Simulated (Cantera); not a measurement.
Hydrocarbon pyrolysis for carbon deposition

An isothermal, constant-pressure homogeneous reactor starts with 43.0 % CH₄, 55.9 % H₂, 1.03 % H₂O, at 1875 K and 0.0100 bar.

Model: GRI-Mech 3.0 (53 species, 325 reactions), integrated in Cantera. GRI-Mech 3.0 stops at C3 and has no aromatics, soot or wall deposition, so with more carbon than oxygen in the feed, carbon stays in small species such as C2H2 where larger ones or solid carbon would form. Radical loss at walls, strong at low pressure, is not modelled.

| t (s) | x CH₄ | x H₂ | x C₂H₂ | x H | x C₂H |
|---|---|---|---|---|---|
| 0.000200 | 0.430 | 0.559 | 2.42e-9 | 3.38e-5 | <1e-12 |
| 0.000592 | 0.429 | 0.560 | 2.66e-7 | 9.11e-5 | <1e-12 |
| 0.00175 | 0.425 | 0.561 | 2.87e-5 | 0.000267 | 1.62e-10 |
| 0.00518 | 0.391 | 0.577 | 0.00318 | 0.000874 | 5.70e-8 |
| 0.0153 | 0.211 | 0.694 | 0.0644 | 0.00196 | 2.15e-6 |
| 0.0453 | 0.0776 | 0.786 | 0.120 | 0.00246 | 4.44e-6 |
| 0.134 | 0.0221 | 0.824 | 0.141 | 0.00320 | 6.49e-6 |
| 0.397 | 0.00477 | 0.836 | 0.147 | 0.00455 | 9.47e-6 |
| 1.17 | 0.00145 | 0.840 | 0.146 | 0.00565 | 1.16e-5 |
| 3.47 | 0.000365 | 0.841 | 0.145 | 0.00602 | 1.23e-5 |
| 10.3 | 0.000111 | 0.841 | 0.145 | 0.00606 | 1.24e-5 |
| 30.4 | 9.95e-5 | 0.841 | 0.145 | 0.00606 | 1.24e-5 |
| 90.0 | 9.95e-5 | 0.841 | 0.145 | 0.00606 | 1.24e-5 |
x: mole fraction; the columns are a selection and need not sum to one.

Equilibrium at this temperature and pressure: CH₄ 9.95e-5, H₂ 0.841, C₂H₂ 0.145, H 0.00606, C₂H 1.24e-5 (gas phase only).
